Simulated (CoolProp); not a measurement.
Properties of dry air at several states.

Model: reference Helmholtz-energy equation of state, Lemmon 2000, in CoolProp. It is a pseudo-pure fit of the blend.

```json
[
 {"T (K)": "622.6", "p (MPa)": "0.367", "phase": "gas", "cp (kJ/(kg K))": "1.057", "cv (kJ/(kg K))": "0.7693", "speed of sound (m/s)": "496.2", "viscosity (µPa s)": "31.6", "Prandtl number": "0.705"},
 {"T (K)": "806.5", "p (MPa)": "0.0445", "phase": "gas", "cp (kJ/(kg K))": "1.100", "cv (kJ/(kg K))": "0.8130", "speed of sound (m/s)": "559.8", "viscosity (µPa s)": "37.6", "Prandtl number": "0.718"},
 {"T (K)": "443.3", "p (MPa)": "0.977", "phase": "gas", "cp (kJ/(kg K))": "1.026", "cv (kJ/(kg K))": "0.7334", "speed of sound (m/s)": "423.0", "viscosity (µPa s)": "24.9", "Prandtl number": "0.701"},
 {"T (K)": "667.9", "p (MPa)": "11.3", "phase": "supercritical", "cp (kJ/(kg K))": "1.092", "cv (kJ/(kg K))": "0.7856", "speed of sound (m/s)": "539.9", "viscosity (µPa s)": "34.0", "Prandtl number": "0.718"},
 {"T (K)": "673.2", "p (MPa)": "4.5", "phase": "supercritical", "cp (kJ/(kg K))": "1.079", "cv (kJ/(kg K))": "0.7835", "speed of sound (m/s)": "524.7", "viscosity (µPa s)": "33.6", "Prandtl number": "0.713"},
 {"T (K)": "246.6", "p (MPa)": "1.01", "phase": "gas", "cp (kJ/(kg K))": "1.029", "cv (kJ/(kg K))": "0.7201", "speed of sound (m/s)": "315.0", "viscosity (µPa s)": "16.0", "Prandtl number": "0.727"}
]
```

Viscosity comes from a separate model (Lemmon 2004). Thermal conductivity comes from a separate model (Lemmon 2004).
